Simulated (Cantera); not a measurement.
Charge: 1 mol Fe, 5.6 mol CO, 110 mol H₂, 0.1 mol O₂, equilibrated at 750 Torr.

These are equilibrium values from Cantera (NASA tables, ideal gas, pure condensed phases), not measurements of a reactor. Candidate condensed phases: C, C₆H₆, C₇H₈, C₈H₁₈, Fe, Fe(CO)₅, FeO, Fe(OH)₂, Fe(OH)₃, Fe₂O₃, Fe₃O₄, H₂O; 114 gas species. The numbers say what is thermodynamically allowed, not how fast it happens.

x: gas mole fraction; n: condensed amount in mol.

```
T (K)   x H₂    x H₂O     x CH₄      x CO     x CO₂       x H      x Fe  n Fe(α)  n Fe(γ)  n Fe(δ)
-----  -----  -------  --------  --------  --------  --------  --------  -------  -------  -------
725    0.891   0.0555    0.0536   4.27e-6   2.01e-6    <1e-12    <1e-12     1.00        0        0
825    0.891   0.0550    0.0532  0.000361   7.96e-5  7.49e-12    <1e-12     1.00        0        0
925    0.902   0.0450    0.0439   0.00798  0.000804  2.47e-10    <1e-12     1.00        0        0
1025   0.928   0.0217    0.0207    0.0288  0.000873   4.20e-9    <1e-12     1.00        0        0
1125   0.942  0.00875   0.00735    0.0415  0.000350   4.31e-8  3.36e-12     1.00        0        0
1225   0.947      ___       ___    0.0461       ___       ___       ___        0     1.00        0
1325   0.949  0.00246  0.000798    0.0477   6.64e-5   1.59e-6   2.20e-9        0     1.00        0
1425   0.950  0.00193  0.000244    0.0482   4.31e-5   6.65e-6   2.79e-8        0    1.000        0
1525   0.950  0.00177       ___    0.0483       ___       ___       ___        0    1.000        0
1625   0.950  0.00173   2.64e-5    0.0484   2.83e-5   6.88e-5   1.73e-6        0    1.000        0
1725   0.950  0.00172   1.02e-5    0.0484   2.48e-5  0.000181   9.42e-6        0        0    0.999
```

### Question
Fill in the missing entries.

### Answer

- 1525, x CH₄: 7.66e-5
- 1525, x CO₂: 3.35e-5
- 1525, x H: 2.31e-5
- 1525, x Fe: 2.53e-7
- 1225, x H₂O: 0.00408
- 1225, x CH₄: 0.00248
- 1225, x CO₂: 0.000135
- 1225, x H: 3.03e-7
- 1225, x Fe: 1.13e-10
